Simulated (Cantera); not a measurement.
## Ignition delay

Mixture: 13.0 % CH₄, 1.68 % CO, 16.7 % O₂, 65.2 % N₂, 3.50 % C₂H₆, equivalence ratio 2.3, at 2.80 bar, adiabatic and at constant volume. Ignition delay is the time to a rise of 400 K.

Computed with Cantera and GRI-Mech 3.0 (53 species, 325 reactions).

```tsv
T0 (K)	delay (ms)
1025	26.2
1125	4.25
1225	0.988
1325	0.328
1425	0.137
1525	0.0639
1625	0.0320
1725	0.0173
```

The apparent activation energy between 1525 and 1725 K is 140 kJ/mol.
